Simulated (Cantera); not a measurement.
An adiabatic, constant-volume homogeneous reactor starts with CH₄ : C₂H₆ : O₂ : N₂ : H₂O = 1 : 0.062 : 1.17 : 26 : 3.1 (molar parts), equivalence ratio 1.9, at 1723 K and 5.00 bar.

Computed with Cantera and GRI-Mech 3.0 (53 species, 325 reactions).

Q: Predict: time of steepest temperature rise; temperature at 9.00 s; equilibrium temperature; x(O₂) at 9.00 s; x(OH) at 9.00 s.

A: 
* **time of steepest temperature rise**: 0.150 ms
* **temperature at 9.00 s**: 2103 K
* **equilibrium temperature**: 2103 K
* **x(O₂) at 9.00 s**: 4.73e-7 (gas-phase equilibrium 4.73e-7)
* **x(OH) at 9.00 s**: 8.89e-5 (gas-phase equilibrium 8.89e-5)
